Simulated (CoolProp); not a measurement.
Saturation properties of sulfur dioxide.

Model: reference Helmholtz-energy equation of state, Gao 2016, in CoolProp.

| T (K) | p (MPa) | liquid density (kg/m³) | vapour density (kg/m³) | enthalpy of vaporisation (kJ/kg) | surface tension (mN/m) |
|---|---|---|---|---|---|
| 277.3 | 0.1837 | 1424 | 5.327 | 376.7 | 25.7 |
| 281.3 | 0.2147 | 1413 | 6.164 | 372.9 | 24.9 |
| 285.2 | 0.2486 | 1403 | 7.077 | 369.2 | 24.2 |
| 289.2 | 0.2876 | 1392 | 8.119 | 365.3 | 23.4 |
| 293.1 | 0.3301 | 1381 | 9.247 | 361.5 | 22.6 |
| 297.1 | 0.3786 | 1370 | 10.53 | 357.4 | 21.9 |
| 301 | 0.4309 | 1359 | 11.91 | 353.4 | 21.1 |
| 305 | 0.4902 | 1347 | 13.46 | 349.2 | 20.3 |
| 308.9 | 0.5539 | 1336 | 15.13 | 345.0 | 19.6 |
| 312.9 | 0.6256 | 1324 | 17.01 | 340.7 | 18.8 |
| 316.8 | 0.7021 | 1312 | 19.01 | 336.3 | 18.1 |
| 320.8 | 0.7876 | 1300 | 21.25 | 331.7 | 17.3 |
| 324.7 | 0.8784 | 1288 | 23.63 | 327.1 | 16.5 |

It boils at 263.1 K under 1 atm.

Surface tension comes from a separate correlation (Mulero 2012).
